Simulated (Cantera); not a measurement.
A freely propagating, adiabatic, planar premixed flame of CO : H2 : O2 : N2 = 1 : 1.4 : 0.8 : 3.01 (molar parts), equivalence ratio 1.5, unburnt at 625 K and 24000 Pa; mixture-averaged transport, grid criteria slope 0.08 and curve 0.16, no radiation.

Model: GRI-Mech 3.0 (53 species, 325 reactions), integrated in Cantera. Burning velocities carry a grid error of a few per cent, more on coarse grids.

How do the results move with these cheaper or finer settings: unity-Lewis-number transport; multicomponent transport; multicomponent+Soret transport; grid criteria slope 0.5, curve 1; grid criteria slope 0.25, curve 0.5; grid criteria slope 0.03, curve 0.06?


```csv
setting,laminar burning velocity,thermal thickness,peak x(OH),peak x(HO2),grid points
as above,601 cm/s,3.43 mm,0.0133,6.93e-5,148
unity-Lewis-number transport,364 cm/s,2.43 mm,0.0132,6.10e-5,140
multicomponent transport,592 cm/s,3.41 mm,0.0133,6.94e-5,148
multicomponent+Soret transport,569 cm/s,3.38 mm,0.0133,6.95e-5,148
"grid criteria slope 0.5, curve 1",840 cm/s,5.69 mm,0.0132,6.40e-5,49
"grid criteria slope 0.25, curve 0.5",648 cm/s,3.92 mm,0.0135,6.81e-5,73
"grid criteria slope 0.03, curve 0.06",584 cm/s,3.29 mm,0.0132,6.96e-5,330
```
The base run took roughly 16 core-seconds.
Unity Lewis numbers drop preferential diffusion, which matters most where H2 and H carry the flame; Soret adds thermal diffusion.
